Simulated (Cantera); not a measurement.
An isothermal, constant-pressure homogeneous reactor starts with CH4 : H2 = 1 : 2 (molar parts), at 1850 K and 1.58 Torr.

Computed with Cantera and GRI-Mech 3.0 (53 species, 325 reactions). GRI-Mech 3.0 stops at C3 and has no aromatics, soot or wall deposition, so with more carbon than oxygen in the feed, carbon stays in small species such as C2H2 where larger ones or solid carbon would form. Radical loss at walls, strong at low pressure, is not modelled.

x: mole fraction; the columns are a selection and need not sum to one.

```tsv
t (s)	x CH4	x H2	x CH2	x H	x C2H	x C2H4
0.000200	0.333	0.667	1.76e-10	8.27e-6	<1e-12	4.79e-10
0.00118	0.333	0.667	1.19e-8	3.28e-5	<1e-12	2.53e-7
0.00700	0.331	0.667	4.41e-7	0.000180	9.80e-12	6.08e-5
0.0414	0.290	0.686	9.44e-6	0.00123	1.23e-7	0.00598
0.245	[?]	0.826	8.86e-6	[?]	[?]	[?]
1.45	0.00679	0.866	3.74e-6	0.00455	6.88e-6	2.20e-5
8.57	0.000172	0.865	5.67e-7	0.0103	1.59e-5	3.92e-6
50.7	2.57e-5	0.865	9.76e-8	0.0110	1.70e-5	3.74e-6
300	2.39e-5	0.865	9.10e-8	0.0110	1.70e-5	3.74e-6
```

**Question.** Fill in the missing entries.

**Answer.** 
- 0.245, x CH4: 0.0708
- 0.245, x H: 0.00262
- 0.245, x C2H: 3.26e-6
- 0.245, x C2H4: 0.000928
